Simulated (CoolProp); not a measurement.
Vapour-liquid equilibrium of toluene (1) + n-dodecane (2) at 0.00757 MPa; x and y are mole fractions of (1).

Computed with CoolProp (multi-fluid Helmholtz-energy mixture model, Lemmon 2006 and Lemmon 2004; pair parameters Bell 2016).

```
x      bubble temperature, mixture model (K)  bubble temperature, Raoult's law (K)  y, mixture model  y, Raoult's law
-----  -------------------------------------  ------------------------------------  ----------------  ---------------
0.05                                   385.4                                 381.5             0.554            0.627
0.125                                  365.3                                 362.0             0.840            0.864
0.2                                    351.9                                 350.4             0.928            0.933
0.275                                  342.7                                 342.4             0.962            0.962
0.35                                   336.0                                 336.5             0.977            0.976
0.425                                  330.9                                 331.7             0.985            0.984
0.5                                    326.9                                 327.9             0.990            0.989
0.575                                  323.8                                 324.6             0.993            0.993
0.65                                   321.1                                 321.8             0.995            0.995
0.725                                  318.9                                 319.3             0.997            0.997
0.8                                    316.9                                 317.1             0.998            0.998
0.875                                  315.0                                 315.1             0.999            0.999
0.95                                   313.3                                 313.4             1.000            1.000
```

The largest gap from Raoult's law is +3.9 K in bubble temperature, at x = 0.05. No azeotrope shows between x = 0.05 and 0.95.

The pair parameters rest on a limited set of measurements; away from them the model extrapolates. The gap from Raoult's law changes sign with composition, which may be real or a fault of the pair parameters; it wasn't checked against measurements.
